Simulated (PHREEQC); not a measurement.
A made-up water analysis in mg/kgw, 75 °C, pH 6.8: Na 11700; K 1190; Ca 1070; Mg 775; Cl 22100; S(6) as SO4 738; Alkalinity as HCO3 23.9; B 1.31.

Cl is adjusted to close the charge balance.
Valence states are taken as typed.

The numbers come from PHREEQC with the Pitzer model, pitzer.dat.

No solid was allowed to form.

Question: What activity of water, osmotic coefficient, density does the model give?

Answer: activity of water 0.980; osmotic coefficient 0.913; density 1.001 g/cm³.

Question: In which forms is C present?

Answer: HCO3- 85 %, CO2 14 % of the C.

At this temperature some constants are extrapolated from 25 °C, and those without enthalpy data are left unchanged.
